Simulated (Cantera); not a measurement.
Cantera run:

```python
import numpy as np
import cantera as ct

gas_names = """
    H HO2 H2 H2O H2O2 H2S H2SO4 Mg MgH MgO MgOH MgO2H2 MgS Mg2 O OH O2 O3 S SH SO SO2 SO3 S2 S2O S8
""".split()
cond_names = """
    H2O(s) H2O(L) H2SO4(L) Mg(cr) Mg(L) MgO(s) MgO(L) MgO2H2(s) MgS(s) MgSO4(s) MgSO4(L) S(cr1) S(cr2)
    S(L)
""".split()


# ... load() reads the species with a 1 bar reference pressure and builds the phases ...
atoms = {
    'MgSO4': {'Mg': 1, 'S': 1, 'O': 4},
    'H2': {'H': 2},
    'H2O': {'H': 2, 'O': 1},
}
top_T = {'MgS(s)': 2250}  # K; cautious upper limits of use, not melting points


# ... equilibrate(T, P, feed) seeds the gas with the atoms and calls Mixture.equilibrate('TP', solver="vcs", rtol=1e-11, max_steps=5000) ...
results = []
T = 1525  # K
P = 133.322  # Pa
for m in [0.21, 0.34, 0.55, 0.88, 1.4, 2.3, 3.7, 5.9, 9.5]:
    feed = {'MgSO4': 1, 'H2': m, 'H2O': 0.13}  # mol
    mix = equilibrate(T, P, feed)
    results.append((T, P, feed, dict(zip(mix.species_names, mix.species_moles))))
    x = sorted(zip(gas.X, gas.species_names), reverse=True)
    print(f"T = {T:g} K  P = {P:g} Pa  n(H2) = {m:g} mol  gas = {mix.phase_moles(0):.4g} mol")
    print("   x: " + "  ".join(f"{s} {v:.3e}" for v, s in x if v > 1e-05))
    print("   condensed (mol): " + ("  ".join(f"{mix.phase(i).name} {mix.phase_moles(i):.4g}"
          for i in range(1, mix.n_phases) if mix.phase_moles(i) > 1e-12) or "none"))
```

It prints:

```
T = 1525 K  P = 133.322 Pa  n(H2) = 0.21 mol  gas = 1.735 mol
   x: SO2 5.760e-01  O2 2.273e-01  H2O 1.956e-01  OH 7.234e-04  SO3 3.305e-04  O 7.395e-05  H2 2.953e-05  SO 1.728e-05
   condensed (mol): MgO(s) 1
T = 1525 K  P = 133.322 Pa  n(H2) = 0.34 mol  gas = 1.8 mol
   x: SO2 5.552e-01  H2O 2.606e-01  O2 1.830e-01  OH 7.910e-04  SO3 2.859e-04  O 6.635e-05  H2 4.386e-05  SO 1.857e-05
   condensed (mol): MgO(s) 1
T = 1525 K  P = 133.322 Pa  n(H2) = 0.55 mol  gas = 1.905 mol
   x: SO2 5.246e-01  H2O 3.564e-01  O2 1.178e-01  OH 8.286e-04  SO3 2.167e-04  H2 7.475e-05  O 5.324e-05  SO 2.187e-05
   condensed (mol): MgO(s) 1
T = 1525 K  P = 133.322 Pa  n(H2) = 0.88 mol  gas = 2.071 mol
   x: H2O 4.872e-01  SO2 4.828e-01  O2 2.887e-02  OH 6.817e-04  H2 2.064e-04  SO3 9.875e-05  SO 4.065e-05  O 2.636e-05
   condensed (mol): MgO(s) 1
T = 1525 K  P = 133.322 Pa  n(H2) = 1.4 mol  gas = 2.488 mol
   x: H2O 5.307e-01  SO2 3.580e-01  H2 8.263e-02  S2 1.518e-02  SO 1.108e-02  H2S 1.199e-03  SH 6.325e-04  S2O 2.457e-04  H 1.862e-04  S 1.826e-04  OH 3.711e-05
   condensed (mol): MgO(s) 1
T = 1525 K  P = 133.322 Pa  n(H2) = 2.3 mol  gas = 3.247 mol
   x: H2O 5.758e-01  SO2 1.884e-01  H2 1.671e-01  S2 5.071e-02  SO 1.086e-02  H2S 4.432e-03  SH 1.644e-03  S2O 4.406e-04  S 3.339e-04  H 2.649e-04  OH 2.831e-05
   condensed (mol): MgO(s) 1
T = 1525 K  P = 133.322 Pa  n(H2) = 3.7 mol  gas = 4.48 mol
   x: H2O 5.556e-01  H2 2.891e-01  S2 6.796e-02  SO2 6.787e-02  H2S 8.874e-03  SO 7.016e-03  SH 2.503e-03  S 3.865e-04  H 3.483e-04  S2O 3.294e-04  OH 2.077e-05
   condensed (mol): MgO(s) 1
T = 1525 K  P = 133.322 Pa  n(H2) = 5.9 mol  gas = 6.551 mol
   x: H2 4.625e-01  H2O 4.431e-01  S2 5.850e-02  SO2 1.564e-02  H2S 1.317e-02  SO 3.245e-03  SH 2.938e-03  H 4.406e-04  S 3.586e-04  S2O 1.413e-04  OH 1.310e-05
   condensed (mol): MgO(s) 1
T = 1525 K  P = 133.322 Pa  n(H2) = 9.5 mol  gas = 10.08 mol
   x: H2 6.360e-01  H2O 3.028e-01  S2 3.844e-02  H2S 1.468e-02  SO2 3.132e-03  SH 2.793e-03  SO 1.307e-03  H 5.167e-04  S 2.907e-04  S2O 4.615e-05
   condensed (mol): MgO(s) 1
```

Cantera equilibrium calculation (NASA polynomials, part measured and part estimated; ideal gas, pure solids and liquids).
